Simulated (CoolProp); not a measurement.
Vapour-liquid equilibrium of n-pentane (1) + acetone (2) at 136.65 °C; x and y are mole fractions of (1).

The numbers come from the multi-fluid Helmholtz-energy mixture model, Thol 2019 and Lemmon 2006; pair parameters Bell 2016 in CoolProp.

Give the bubble pressure and the first vapour's composition at x = 0.05, 0.35, 0.875. Is there an azeotrope?

x = 0.05: 0.9738 MPa, y = 0.127; x = 0.35: 1.317 MPa, y = 0.474; x = 0.875: 1.364 MPa, y = 0.836. y crosses x between x = 0.65 and 0.725: the model has an azeotrope there.

Pair parameters are fitted to limited data, so mixtures are less certain than the pure fluids.
